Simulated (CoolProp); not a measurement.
Properties of R21 along the isobar 0.102 MPa.

The numbers come from the reference Helmholtz-energy equation of state, Platzer 1990 in CoolProp. This equation is an older, rougher fit.

```json
[
 {"T (K)": "318.4", "phase": "gas", "density (kg/m³)": "4.059", "cv (kJ/(kg K))": "0.5408", "speed of sound (m/s)": "169.3", "Joule-Thomson coefficient (K/MPa)": "33.91", "fugacity coefficient": "0.9774"},
 {"T (K)": "331.2", "phase": "gas", "density (kg/m³)": "3.890", "cv (kJ/(kg K))": "0.5512", "speed of sound (m/s)": "172.8", "Joule-Thomson coefficient (K/MPa)": "29.81", "fugacity coefficient": "0.9804"},
 {"T (K)": "344.1", "phase": "gas", "density (kg/m³)": "3.734", "cv (kJ/(kg K))": "0.5616", "speed of sound (m/s)": "176.2", "Joule-Thomson coefficient (K/MPa)": "26.36", "fugacity coefficient": "0.9829"},
 {"T (K)": "357", "phase": "gas", "density (kg/m³)": "3.591", "cv (kJ/(kg K))": "0.5719", "speed of sound (m/s)": "…", "Joule-Thomson coefficient (K/MPa)": "23.46", "fugacity coefficient": "0.9850"},
 {"T (K)": "369.9", "phase": "gas", "density (kg/m³)": "3.460", "cv (kJ/(kg K))": "0.5820", "speed of sound (m/s)": "182.8", "Joule-Thomson coefficient (K/MPa)": "21.00", "fugacity coefficient": "0.9868"},
 {"T (K)": "382.8", "phase": "gas", "density (kg/m³)": "3.338", "cv (kJ/(kg K))": "0.5920", "speed of sound (m/s)": "185.9", "Joule-Thomson coefficient (K/MPa)": "18.90", "fugacity coefficient": "0.9883"},
 {"T (K)": "395.7", "phase": "gas", "density (kg/m³)": "3.225", "cv (kJ/(kg K))": "…", "speed of sound (m/s)": "189.0", "Joule-Thomson coefficient (K/MPa)": "17.10", "fugacity coefficient": "0.9896"},
 {"T (K)": "408.6", "phase": "gas", "density (kg/m³)": "3.119", "cv (kJ/(kg K))": "0.6112", "speed of sound (m/s)": "192.0", "Joule-Thomson coefficient (K/MPa)": "15.54", "fugacity coefficient": "0.9907"},
 {"T (K)": "421.5", "phase": "gas", "density (kg/m³)": "3.021", "cv (kJ/(kg K))": "0.6204", "speed of sound (m/s)": "195.0", "Joule-Thomson coefficient (K/MPa)": "14.18", "fugacity coefficient": "0.9917"},
 {"T (K)": "434.3", "phase": "gas", "density (kg/m³)": "2.929", "cv (kJ/(kg K))": "0.6293", "speed of sound (m/s)": "197.9", "Joule-Thomson coefficient (K/MPa)": "13.00", "fugacity coefficient": "0.9925"},
 {"T (K)": "447.2", "phase": "gas", "density (kg/m³)": "2.843", "cv (kJ/(kg K))": "0.6380", "speed of sound (m/s)": "200.8", "Joule-Thomson coefficient (K/MPa)": "11.95", "fugacity coefficient": "0.9932"},
 {"T (K)": "460.1", "phase": "gas", "density (kg/m³)": "2.761", "cv (kJ/(kg K))": "…", "speed of sound (m/s)": "203.6", "Joule-Thomson coefficient (K/MPa)": "11.03", "fugacity coefficient": "0.9939"},
 {"T (K)": "473", "phase": "gas", "density (kg/m³)": "2.684", "cv (kJ/(kg K))": "0.6545", "speed of sound (m/s)": "…", "Joule-Thomson coefficient (K/MPa)": "10.21", "fugacity coefficient": "0.9945"}
]
```

**Question.** Some entries are withheld; supply them.

**Answer.** 
- 357, speed of sound (m/s): 179.5
- 395.7, cv (kJ/(kg K)): 0.6017
- 460.1, cv (kJ/(kg K)): 0.6463
- 473, speed of sound (m/s): 206.4
